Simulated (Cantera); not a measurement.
A closed system holds: 1 mol C₂F₆, 0.87 mol F₂, 0.84 mol HCl, equilibrated at 625 °C and 750 Torr.

These are equilibrium values from Cantera (NASA tables, ideal gas, pure condensed phases), not measurements of a reactor. The feed counts by its element totals alone. Condensed phases not in the tables: fluorocarbon polymer. Gases not in the tables: C₂F₆ and larger saturated fluorocarbons. The numbers say what is thermodynamically allowed, not how fast it happens.

| species | before | after |
|---|---|---|
| CF₄ | 0.653 | 0.578 |
| HF | 0.0742 | 0.223 |
| Cl₂ | 0.0247 | 0.0835 |
| HCl | 0.225 | 0.0614 |
| Cl | 1.12e-5 | 0.0270 |
| CClF₃ | 0.0222 | 0.0266 |
| CF₂ | <1e-9 | 9.18e-5 |
| CF₃ | <1e-9 | 4.83e-5 |
| ClF | <1e-9 | 3.59e-5 |
| CCl₄ | 1.43e-5 | 1.03e-6 |
| CCl₃F | 6.07e-5 | 2.66e-5 |
| CCl₂F₂ | 0.00112 | 0.000974 |
| C(graphite), mol | 0.0997 | 0.208 |
Gas species are given as mole fractions.

Name the change that produced these shifts.
A. C₂F₆ replaced by CH₂F₂
B. temperature from 625 °C to 1300 °C
C. HCl from 0.84 to 0.055 mol
D. C₂F₆ replaced by CH₃F

B, temperature from 625 °C to 1300 °C
